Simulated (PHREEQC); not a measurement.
Dissolve 2.9 mmol/kgw HF, 96 mmol/kgw Na2CO3 and 32 mmol/kgw NaCl at 25 °C. Closed to the air; pH follows from the charge balance.

All values are PHREEQC results (ion-association model, phreeqc.dat), not measurements.

The pH is 10.99, the ionic strength is 0.224 mol/kgw and the specific conductance is 14100 µS/cm. The density is 1.009 g/cm³ and the total alkalinity is 189 meq/kg.

```
species  molality  activity   log γ
-------  --------  --------  ------
Na+         0.178     0.132  -0.129
CO3-2      0.0461    0.0138  -0.525
NaCO3-     0.0456    0.0339  -0.130
Cl-        0.0320    0.0226  -0.151
HCO3-     0.00409   0.00302  -0.131
F-        0.00276   0.00193  -0.156
OH-       0.00140  0.000977  -0.156
NaHCO3   0.000213  0.000225   0.022
NaF      0.000139  0.000147   0.022
```

No solid was allowed to form. Complexes and solids missing from the database can't appear.
